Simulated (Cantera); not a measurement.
Transport properties of process gases

Gas mixture: NH₃ : CO₂ = 0.92 : 0.63 (molar parts), at 1.00 bar, frozen composition.

Cantera's kinetic-theory transport with the Lennard-Jones parameters of GRI-Mech 3.0, ideal gas; thermal conductivity in the mixture-averaged form. Polar gases are described roughly by these parameters. The composition is frozen, though it would react at the higher temperatures.

```tsv
T (K)	ρ (kg/m³)	cp (J/kg/K)	μ (µPa s)	λ (mW/m/K)	Pr	D (cm²/s) H₂	D (cm²/s) OH	D (cm²/s) CH₃
400	0.842	1419	17.2	35.3	0.691	1.25	0.513	0.350
650	0.518	1699	26.8	66.1	0.687	2.89	1.21	0.847
900	0.374	1911	35.1	98.4	0.682	5.01	2.11	1.50
1150	0.293	2081	42.6	130	0.682	7.55	3.20	2.28
1400	0.241	2212	49.4	161	0.681	10.5	4.45	3.19
1650	0.204	2314	55.7	189	0.680	13.8	5.86	4.21
1900	0.177	2394	61.5	217	0.679	17.4	7.41	5.33
```
D: mixture-averaged diffusion coefficient of that species in the mixture.
